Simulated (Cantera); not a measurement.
## Dilute partial oxidation

An isothermal, constant-pressure homogeneous reactor starts with CH2O : O2 : N2 = 0.0052 : 0.0037 : 1 (molar parts), equivalence ratio 1.4, at 1273 K and 10.0 bar.

Computed with Cantera and GRI-Mech 3.0 (53 species, 325 reactions).

```json
[
 {"t (s)": "5.00e-6", "x CH2O": "0.00515", "x O2": "0.00367", "x HCN": "<1e-12", "x CO": "6.38e-7", "x NO": "<1e-12", "x CH2CO": "<1e-12"},
 {"t (s)": "2.07e-5", "x CH2O": "0.00515", "x O2": "0.00367", "x HCN": "<1e-12", "x CO": "6.47e-6", "x NO": "<1e-12", "x CH2CO": "<1e-12"},
 {"t (s)": "8.54e-5", "x CH2O": "0.00475", "x O2": "0.00359", "x HCN": "<1e-12", "x CO": "0.000401", "x NO": "<1e-12", "x CH2CO": "3.10e-11"},
 {"t (s)": "0.000353", "x CH2O": "3.26e-9", "x O2": "0.00177", "x HCN": "2.87e-11", "x CO": "0.00471", "x NO": "4.64e-8", "x CH2CO": "5.76e-11"},
 {"t (s)": "0.00146", "x CH2O": "4.02e-10", "x O2": "0.000127", "x HCN": "2.83e-11", "x CO": "0.00294", "x NO": "2.76e-7", "x CH2CO": "1.35e-12"},
 {"t (s)": "0.00602", "x CH2O": "9.18e-11", "x O2": "2.27e-6", "x HCN": "2.99e-11", "x CO": "0.00239", "x NO": "2.99e-7", "x CH2CO": "<1e-12"},
 {"t (s)": "0.0249", "x CH2O": "2.22e-11", "x O2": "1.21e-7", "x HCN": "3.63e-11", "x CO": "0.00223", "x NO": "2.74e-7", "x CH2CO": "<1e-12"},
 {"t (s)": "0.103", "x CH2O": "1.14e-11", "x O2": "1.24e-8", "x HCN": "4.64e-11", "x CO": "0.00214", "x NO": "2.18e-7", "x CH2CO": "<1e-12"},
 {"t (s)": "0.425", "x CH2O": "9.53e-12", "x O2": "1.51e-9", "x HCN": "5.85e-11", "x CO": "0.00208", "x NO": "1.57e-7", "x CH2CO": "<1e-12"},
 {"t (s)": "1.76", "x CH2O": "9.30e-12", "x O2": "1.52e-10", "x HCN": "7.10e-11", "x CO": "0.00202", "x NO": "1.04e-7", "x CH2CO": "<1e-12"},
 {"t (s)": "7.26", "x CH2O": "9.47e-12", "x O2": "4.71e-12", "x HCN": "8.63e-11", "x CO": "0.00195", "x NO": "5.42e-8", "x CH2CO": "<1e-12"},
 {"t (s)": "30.0", "x CH2O": "9.83e-12", "x O2": "<1e-12", "x HCN": "1.15e-10", "x CO": "0.00185", "x NO": "8.87e-9", "x CH2CO": "<1e-12"}
]
```
x: mole fraction; the columns are a selection and need not sum to one.

Equilibrium at this temperature and pressure: CH2O 1.01e-11, O2 <1e-12, HCN 5.29e-10, CO 0.00175, NO 4.43e-11, CH2CO <1e-12 (gas phase only).
